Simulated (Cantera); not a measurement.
Mixture: H2 : O2 : N2 : H2O = 1 : 0.5 : 1.88 : 0.14 (molar parts), equivalence ratio 1.0, at 36.5 atm, adiabatic and at constant pressure. Ignition delay is the time to a rise of 400 K.

Detailed kinetics in Cantera: the H2/O2 subset of GRI-Mech 3.0, which has no nitrogen chemistry. The hydrogen kinetics of GRI-Mech 3.0 are dated; newer H2 mechanisms differ, most at raised pressure. The pressure lies above the range GRI-Mech 3.0 was tuned for (to about 10 atm). Below about 950 K walls govern HO2 and H2O2 in real vessels.

**Question.** At T0 = 1125 K, what is the delay, and which 6 reactions control it most (d ln τ / d ln k, from doubling and halving each rate constant)?

**Answer.** The delay is 0.414 ms.
| reaction | d ln τ / d ln k | faster rate |
|---|---|---|
| H + H2O2 <=> H2 + HO2 | -0.56 | shortens it |
| 2 OH (+M) <=> H2O2 (+M) | -0.50 | shortens it |
| H + O2 <=> O + OH | -0.23 | shortens it |
| 2 HO2 <=> H2O2 + O2 | 0.14 | lengthens it |
| H + O2 + H2O <=> HO2 + H2O | 0.07 | lengthens it |
| H + O2 + N2 <=> HO2 + N2 | 0.06 | lengthens it |
